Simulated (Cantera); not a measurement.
Input: 1 mol SiO2, 5.7 mol HCl, 12 mol O2, at 13.3 mbar.

These are equilibrium values from Cantera (NASA tables, ideal gas, pure condensed phases), not measurements of a reactor. Candidate condensed phases: H2O, Si, SiO2; 30 gas species. The tables hold silica as quartz up to 1696 K and as liquid above; real silica turns to tridymite and cristobalite and melts near 1996 K. Rates play no part.

### Question
Which condensed phases are stable at each of these points (T (K)): 1325, 1375, 1425, 1475, 1525, 1575, 1625, 1675, 1725, 1775?

### Answer
```tsv
T (K)	condensed phases	Si condensed (%)
1325	SiO2(β-quartz)	100.0
1375	SiO2(β-quartz)	100.0
1425	SiO2(β-quartz)	100.0
1475	SiO2(β-quartz)	100.0
1525	SiO2(β-quartz)	100.0
1575	SiO2(β-quartz)	100.0
1625	SiO2(β-quartz)	100.0
1675	SiO2(β-quartz)	100.0
1725	SiO2(condensed)	100.0
1775	SiO2(condensed)	100.0
```

From 1325 K to 1675 K the condensed part is SiO2(β-quartz). From 1725 K to 1775 K the condensed part is SiO2(condensed).
